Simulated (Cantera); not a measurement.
An isothermal, constant-pressure homogeneous reactor starts with H₂ : O₂ : N₂ = 1.4 : 1 : 1.9 (molar parts), equivalence ratio 0.70, at 1198 K and 0.132 atm.

Detailed kinetics in Cantera: GRI-Mech 3.0 (53 species, 325 reactions). The temperature is held fixed by assumption; the heat of reaction is taken as removed at once.

x: mole fraction; the columns are a selection and need not sum to one.

```
t (s)         x H₂    x O₂       x H     x H₂O      x OH     x NO    x HO₂
--------  --------  ------  --------  --------  --------  -------  -------
7.00e-6      0.326   0.233   5.04e-9  9.41e-10  3.46e-10   <1e-12        …
2.56e-5      0.326   0.233   4.01e-8   3.01e-8   3.54e-9   <1e-12        …
9.36e-5      0.326   0.233   8.14e-6   9.66e-6   7.45e-7   <1e-12        …
0.000343    0.0371   0.106     0.107     0.251   0.00776  3.69e-6  2.25e-5
0.00125    0.00712  0.0854   0.00537     0.374   0.00288  8.65e-6  2.15e-5
0.00458   0.000401  0.0833   5.54e-5     0.388  0.000588  8.75e-6        …
0.0168     2.69e-5  0.0833   1.12e-6     0.389  0.000165  8.71e-6        …
0.0613     3.21e-6  0.0833   5.75e-8     0.389   6.28e-5  8.72e-6        …
0.224      6.05e-7  0.0833   5.29e-9     0.389   2.86e-5  8.75e-6        …
0.820      1.49e-7  0.0833  6.80e-10     0.389   1.44e-5  8.76e-6        …
3.00       5.58e-8  0.0833  1.55e-10     0.389   8.57e-6  8.75e-6        …
```

Question: Some entries are withheld; supply them.

Answer: 
- 7.00e-6, x HO₂: 4.71e-9
- 2.56e-5, x HO₂: 1.78e-8
- 9.36e-5, x HO₂: 2.60e-7
- 0.00458, x HO₂: 7.19e-6
- 0.0168, x HO₂: 8.28e-7
- 0.0613, x HO₂: 1.23e-7
- 0.224, x HO₂: 2.67e-8
- 0.820, x HO₂: 9.64e-9
- 3.00, x HO₂: 7.67e-9
